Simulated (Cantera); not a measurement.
Feed: 1 mol Fe(CO)5, 0.033 mol H2, at 1323.15 K and 370 Pa.

Cantera equilibrium calculation (NASA polynomials, part measured and part estimated; ideal gas, pure solids and liquids). Candidate condensed phases: C, C6H6, C7H8, C8H18, Fe, Fe(CO)5, FeO, Fe(OH)2, Fe(OH)3, Fe2O3, Fe3O4, H2O; 114 gas species. Rates play no part.

Base state: CO 0.993, H2 0.00656, CO2 1.44e-5 (mole fractions); condensed: Fe(γ).

Task: What changes in the equilibrium state with this change: Fe(CO)5 replaced by HgO?

Result: 
```json
[
 {"species": "Hg", "before": "0", "after": "0.659"},
 {"species": "O2", "before": "<1e-9", "after": "0.319"},
 {"species": "H2O", "before": "1.76e-7", "after": "0.0217"},
 {"species": "CO", "before": "0.993", "after": "0"},
 {"species": "H2", "before": "0.00656", "after": "8.23e-8"},
 {"species": "OH", "before": "<1e-9", "after": "2.87e-5"},
 {"species": "Fe(γ), mol", "before": "1.000", "after": "0"}
]
```
Further candidate phases: Hg, HgO.
